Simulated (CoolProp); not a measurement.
A single-stage vapour-compression cycle with R507A: evaporating at 240.15 K (dew point), condensing at 284.15 K (bubble point), superheat 0 K, subcooling 0 K, compressor efficiency 0.65, no pressure losses. Each further row changes one setting.

Values from CoolProp's reference Helmholtz-energy equation of state, Lemmon 2003. It is a pseudo-pure fit of the blend.

```
case                              cooling COP  pressure ratio  discharge temperature (K)  refrigerating effect (kJ/kg)  volumetric capacity (kJ/m³)
--------------------------------  -----------  --------------  -------------------------  ----------------------------  ---------------------------
as stated                                2.78            4.63                      306.5                           129                         1290
evaporating temperature 245.15 K         3.28            3.77                      303.2                           131                         1600
condensing temperature 279.15 K          3.25            4.00                      299.8                           136                         1360
subcooling 5 K                           2.93            4.63                      306.5                           136                         1360
superheat 10 K                           2.80            4.63                      317.3                           137                         1300
compressor efficiency 0.55               2.35            4.63                      314.8                           129                         1290
```
